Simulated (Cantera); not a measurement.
# Dilute partial oxidation

An isothermal, constant-pressure homogeneous reactor starts with CH₄ : O₂ : N₂ = 0.0024 : 0.008 : 1 (molar parts), equivalence ratio 0.60, at 1525 K and 5.00 bar.

Cantera simulation using GRI-Mech 3.0 (53 species, 325 reactions); the numbers are that mechanism's predictions, not measurements.

```tsv
t (s)	x CH₄	x O₂	x H₂O₂	x H	x HCN
1.00e-5	0.00238	0.00792	6.95e-12	7.96e-9	<1e-12
4.78e-5	0.00237	0.00792	3.09e-11	9.13e-9	<1e-12
0.000229	0.00237	0.00792	6.03e-11	1.38e-8	<1e-12
0.00109	0.00233	0.00790	1.58e-10	6.19e-8	<1e-12
0.00524	<1e-12	0.00329	2.05e-8	1.06e-5	6.49e-10
0.0250	<1e-12	0.00316	6.14e-10	3.11e-8	2.35e-12
0.120	<1e-12	0.00316	1.50e-10	3.60e-9	<1e-12
0.573	<1e-12	0.00316	1.43e-10	3.37e-9	<1e-12
2.74	<1e-12	0.00316	1.43e-10	3.37e-9	<1e-12
13.1	<1e-12	0.00316	1.43e-10	3.37e-9	<1e-12
62.7	<1e-12	0.00316	1.43e-10	3.37e-9	<1e-12
300	<1e-12	0.00316	1.43e-10	3.37e-9	<1e-12
```
x: mole fraction; the columns are a selection and need not sum to one.

Equilibrium at this temperature and pressure: CH₄ <1e-12, O₂ 0.00307, H₂O₂ 1.41e-10, H 3.39e-9, HCN <1e-12 (gas phase only).
